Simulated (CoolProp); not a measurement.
Vapour-liquid equilibrium of ethylene (1) + n-perfluorobutane (2) at 229.5 K; x and y are mole fractions of (1).

Computed with CoolProp (multi-fluid Helmholtz-energy mixture model, Smukala 2000 and Gao 2022; pair parameters Bell 2016).

```tsv
x	bubble pressure, mixture model (MPa)	bubble pressure, Raoult's law (MPa)	y, mixture model	y, Raoult's law
0.05	0.1644	0.07726	(withheld)	0.841
0.15	(withheld)	0.2059	(withheld)	0.947
0.25	(withheld)	0.3346	0.981	0.971
0.35	0.9003	0.4632	0.984	0.982
0.45	(withheld)	0.5918	0.985	0.988
0.55	0.9985	0.7205	0.986	0.992
0.65	1.017	0.8491	0.986	0.995
0.75	1.053	0.9778	0.987	0.997
0.85	1.120	1.106	0.990	0.998
0.95	1.228	1.235	(withheld)	0.999
```

Task: Fill in the missing entries.

Result: 
- 0.05, y, mixture model: 0.920
- 0.15, bubble pressure, mixture model (MPa): 0.4834
- 0.15, y, mixture model: 0.972
- 0.25, bubble pressure, mixture model (MPa): 0.7430
- 0.45, bubble pressure, mixture model (MPa): 0.9718
- 0.95, y, mixture model: 0.996

The largest gap from Raoult's law is +134.8 % in bubble pressure, at x = 0.15. No azeotrope shows between x = 0.05 and 0.95.

The pair parameters rest on a limited set of measurements; away from them the model extrapolates. The gap from Raoult's law changes sign with composition, which may be real or a fault of the pair parameters; it wasn't checked against measurements. With so large a gap from Raoult's law the liquid may split in two, which this calculation doesn't test in full.
